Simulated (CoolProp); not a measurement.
R21 along the isotherm 188.25 °C: fugacity coefficient from the reference equation and from simpler models built on Tc = 179.6 °C, pc = 5.289 MPa, ω = 0.206; each cubic takes its own stable root.

The numbers come from the reference Helmholtz-energy equation of state, Platzer 1990 in CoolProp. This equation is an older, rougher fit; its heat capacities, sound speeds and derivatives of the liquid may be far off and weren't checked against measurements.

| p (MPa) | phase | reference | van der Waals | Redlich-Kwong | Peng-Robinson |
|---|---|---|---|---|---|
| 1.47 | gas | 0.9133 | 0.9217 | 0.9118 | 0.9031 |
| 2.94 | gas | 0.8272 | 0.8436 | ___ | 0.8107 |
| 4.41 | gas | ___ | ___ | 0.7407 | ___ |
| 5.88 | supercritical | 0.6463 | 0.6725 | 0.6494 | 0.6294 |
| 7.35 | supercritical | ___ | 0.5795 | 0.5555 | 0.5371 |
| 8.81 | supercritical | 0.4802 | 0.5161 | ___ | 0.4717 |
| 10.3 | supercritical | 0.4301 | 0.4700 | 0.4418 | ___ |
| 11.8 | supercritical | 0.3925 | ___ | 0.4054 | 0.3868 |
| 13.2 | supercritical | 0.3653 | 0.4117 | 0.3791 | 0.3602 |

Task: What belongs in the gaps?

Result: 
- 2.94, Redlich-Kwong: 0.8260
- 4.41, reference: 0.7402
- 4.41, van der Waals: 0.7638
- 4.41, Peng-Robinson: 0.7213
- 7.35, reference: 0.5487
- 8.81, Redlich-Kwong: 0.4900
- 10.3, Peng-Robinson: 0.4233
- 11.8, van der Waals: 0.4359
